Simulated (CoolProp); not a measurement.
A simple Rankine cycle with n-perfluoropentane: condensing at 306.15 K, boiler at 0.91 MPa, turbine inlet 385.6 K, turbine efficiency 0.6, pump efficiency 0.7, no recuperator. Each further row changes one setting.

Values from CoolProp's reference Helmholtz-energy equation of state, Gao 2022.

```csv
case,thermal efficiency (%),net work (kJ/kg),heat in (kJ/kg),turbine exit temperature (K),volume ratio over the turbine
as stated,[?],10.9,149,[?],9.72
turbine inlet 405.6 K,7.0,11.9,170,383.8,9.10
condensing temperature 298.15 K,8.0,12.6,158,360.0,[?]
boiler pressure 0.637 MPa,6.3,9.62,154,368.6,6.12
turbine efficiency 0.5,6.0,8.99,149,364.4,9.79
```

Problem. What belongs in the gaps?

Solution. 
- as stated, thermal efficiency (%): 7.3
- as stated, turbine exit temperature (K): 362.3
- condensing temperature 298.15 K, volume ratio over the turbine: 13.1
